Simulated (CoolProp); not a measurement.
The fluoroketone C6F12O (FK-5-1-12) along the isobar 6.21 bar: density (kg/m³) from the reference equation and from simpler models built on Tc = 168.7 °C, pc = 18.69 bar, ω = 0.471; each cubic takes its own stable root.

The numbers come from the reference Helmholtz-energy equation of state, McLinden 2015 in CoolProp.

| T (°C) | phase | reference |
|---|---|---|
| 162.55 | gas | 62.51 |
| 167.15 | gas | 61.43 |
| 171.65 | gas | 60.43 |
| 176.25 | gas | 59.46 |
| 180.85 | gas | 58.53 |
| 185.45 | gas | 57.64 |
| 190.05 | gas | 56.78 |
| 194.65 | gas | 55.97 |
| 199.25 | gas | 55.18 |
| 203.85 | gas | 54.42 |
| 208.45 | gas | 53.69 |
| 213.05 | gas | 52.99 |
| 217.65 | gas | 52.30 |
| 222.25 | gas | 51.65 |
| 226.85 | gas | 51.01 |

**Question.** How far does each simpler model (ideal gas, van der Waals, Redlich-Kwong, Soave-Redlich-Kwong) lie from the reference over these 15 states: mean and median of the absolute difference, and the worst?

**Answer.** 
- ideal gas: mean 10.0 %, median 9.8 %, worst -13.3 % at 162.55 °C and 6.21 bar
- van der Waals: mean 0.9 %, median 0.6 %, worst -2.3 % at 162.55 °C and 6.21 bar
- Redlich-Kwong: mean 0.4 %, median 0.5 %, worst +0.8 % at 226.85 °C and 6.21 bar
- Soave-Redlich-Kwong: mean 0.3 %, median 0.3 %, worst -0.4 % at 226.85 °C and 6.21 bar
